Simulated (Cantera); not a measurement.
**Adiabatic ignition**

An adiabatic, constant-pressure homogeneous reactor starts with 15.3 % CH4, 5.50 % CO, 16.6 % O2, 62.6 % N2, at 1098 K and 2.10 bar.

Cantera simulation using GRI-Mech 3.0 (53 species, 325 reactions); the numbers are that mechanism's predictions, not measurements.

```json
[
 {"t (s)": "1.00e-6", "T (K)": "1098", "x CH4": "0.153", "x CO": "0.0550", "x O2": "0.166", "x C2H4": "<1e-12", "x H2": "1.47e-12"},
 {"t (s)": "2.89e-6", "T (K)": "1098", "x CH4": "0.153", "x CO": "0.0550", "x O2": "0.166", "x C2H4": "<1e-12", "x H2": "1.09e-11"},
 {"t (s)": "8.38e-6", "T (K)": "1098", "x CH4": "0.153", "x CO": "0.0550", "x O2": "0.166", "x C2H4": "<1e-12", "x H2": "4.37e-11"},
 {"t (s)": "2.42e-5", "T (K)": "1098", "x CH4": "0.153", "x CO": "0.0550", "x O2": "0.166", "x C2H4": "<1e-12", "x H2": "1.55e-10"},
 {"t (s)": "7.02e-5", "T (K)": "1098", "x CH4": "0.153", "x CO": "0.0550", "x O2": "0.166", "x C2H4": "<1e-12", "x H2": "6.11e-10"},
 {"t (s)": "0.000203", "T (K)": "1098", "x CH4": "0.153", "x CO": "0.0550", "x O2": "0.166", "x C2H4": "3.43e-12", "x H2": "3.15e-9"},
 {"t (s)": "0.000588", "T (K)": "1098", "x CH4": "0.153", "x CO": "0.0550", "x O2": "0.166", "x C2H4": "1.14e-10", "x H2": "2.19e-8"},
 {"t (s)": "0.00170", "T (K)": "1098", "x CH4": "0.153", "x CO": "0.0550", "x O2": "0.166", "x C2H4": "3.24e-9", "x H2": "1.72e-7"},
 {"t (s)": "0.00492", "T (K)": "1098", "x CH4": "0.153", "x CO": "0.0550", "x O2": "0.166", "x C2H4": "3.50e-8", "x H2": "9.89e-7"},
 {"t (s)": "0.0143", "T (K)": "1098", "x CH4": "0.153", "x CO": "0.0550", "x O2": "0.166", "x C2H4": "1.85e-7", "x H2": "4.01e-6"},
 {"t (s)": "0.0412", "T (K)": "1099", "x CH4": "0.152", "x CO": "0.0549", "x O2": "0.166", "x C2H4": "1.17e-6", "x H2": "1.78e-5"},
 {"t (s)": "0.119", "T (K)": "1105", "x CH4": "0.152", "x CO": "0.0549", "x O2": "0.166", "x C2H4": "1.66e-5", "x H2": "0.000132"},
 {"t (s)": "0.346", "T (K)": "2245", "x CH4": "1.38e-10", "x CO": "0.155", "x O2": "9.91e-7", "x C2H4": "<1e-12", "x H2": "0.136"},
 {"t (s)": "1.00", "T (K)": "2245", "x CH4": "1.37e-10", "x CO": "0.155", "x O2": "9.92e-7", "x C2H4": "<1e-12", "x H2": "0.136"}
]
```
x: mole fraction; the columns are a selection and need not sum to one.

| Item | Result |
|---|---|
| time of steepest temperature rise | 0.269 s |
| temperature at 1.00 s | 2245 K |
| equilibrium temperature | 2245 K |
| x(CH4) at 1.00 s | 1.37e-10 (gas-phase equilibrium 1.55e-10) |
| x(CO) at 1.00 s | 0.155 (gas-phase equilibrium 0.155) |
| x(O2) at 1.00 s | 9.92e-7 (gas-phase equilibrium 9.92e-7) |
